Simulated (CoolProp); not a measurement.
Vapour-liquid equilibrium of ethane (1) + hydrogen sulfide (2) at -8.05 °C; x and y are mole fractions of (1).

Model: multi-fluid Helmholtz-energy mixture model, Bücker 2006 and Lemmon 2006; pair parameters Kunz 2012, in CoolProp.

| x | bubble pressure (bar) | y at the bubble point | dew pressure at overall composition x (bar) | liquid density (mol/L) |
|---|---|---|---|---|
| 0.05 | 10.54 | 0.244 | 8.501 | 23.97 |
| 0.2 | 14.90 | 0.497 | 10.01 | 21.42 |
| 0.35 | 16.98 | 0.591 | 12.08 | 19.32 |
| 0.5 | 18.25 | 0.656 | 14.96 | 17.59 |
| 0.65 | 19.18 | 0.726 | 18.15 | 16.17 |
| 0.8 | 19.76 | 0.817 | 19.70 | 15.04 |
| 0.95 | 19.74 | 0.945 | 19.73 | 14.16 |

y crosses x between x = 0.8 and 0.95: the model has an azeotrope there.

The pair parameters rest on a limited set of measurements; away from them the model extrapolates.
